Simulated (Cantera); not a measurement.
Charge: 1 mol SiHCl₃, 0.12 mol C₃H₈, 90 mol H₂, held at 1300 K and 60.0 mbar.

Cantera equilibrium calculation (NASA polynomials, part measured and part estimated; ideal gas, pure solids and liquids). Candidate condensed phases: C, C₆H₆, C₇H₈, C₈H₁₈, Si, SiC; 109 gas species. Mutual solubility and eutectic melting of coexisting phases are not modelled. The tables' values for SiCl₃ are old estimates; treat these amounts as uncertain. Rates play no part.

Base state: H₂ 0.970, HCl 0.0272, SiCl₂ 0.00204, SiCl₃ 0.000153, SiHCl₃ 0.000111, SiCl₄ 6.84e-5, SiH₂Cl₂ 2.54e-5 (mole fractions); condensed: Si(s) + SiC(s).

Question: What changes in the equilibrium state with this change: temperature from 1300 K to 2075 K?

Answer: 
```
species       before     after
-----------  -------  --------
H₂             0.970     0.957
HCl           0.0272    0.0281
H            4.45e-6    0.0106
Si             <1e-9   0.00170
SiCl₂        0.00204   0.00181
SiH          1.45e-9  0.000233
Si₂C           <1e-9   6.31e-5
SiCl₄        6.84e-5   2.93e-9
Si₂            <1e-9   2.09e-5
SiCl         2.54e-8  0.000251
Si(s), mol     0.418         0
SiC(s), mol    0.360     0.353
Si(l), mol         0     0.244
```
The tables' values for SiCl are old estimates; treat these amounts as uncertain. Gases not in the tables: Si₂H₆ and higher silanes.
